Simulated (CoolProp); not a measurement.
Vapour-liquid equilibrium of dimethyl ether (1) + n-hexane (2) at 283.3 K; x and y are mole fractions of (1).

Computed with CoolProp (multi-fluid Helmholtz-energy mixture model, Wu 2011 and Thol 2019; pair parameters Bell 2016).

Give the bubble pressure and the first vapour's composition at x = 0.575, 0.725, 0.8. Is there an azeotrope?

x = 0.575: 242.8 kPa, y = 0.976; x = 0.725: 285.3 kPa, y = 0.984; x = 0.8: 307.2 kPa, y = 0.988. No azeotrope shows between x = 0.05 and 0.95.

The pair parameters rest on a limited set of measurements; away from them the model extrapolates.
